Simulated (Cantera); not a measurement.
Input: 1 mol MgCO3, 0.29 mol O2, equilibrated at 0.690 bar.

Method: chemical equilibrium by Gibbs-energy minimisation in Cantera with the NASA 1993 tables (ideal gas, pure condensed phases). Candidate condensed phases: C, Mg, MgCO3, MgO; 15 gas species. Equilibrium is a limit: real reactors are often held back by kinetics, nucleation or transport. All values below are at 1500 °C.

Base state: CO2 0.775, O2 0.225, CO 0.000305, O 5.36e-5 (mole fractions); condensed: MgO(s).

What changes in the equilibrium state with this change: pressure from 0.690 bar to 30.0 mbar?


```tsv
species	before	after
CO2	0.775	0.773
O2	0.225	0.225
CO	0.000305	0.00146
O	5.36e-5	0.000257
MgO(s), mol	1.00	1.00
```
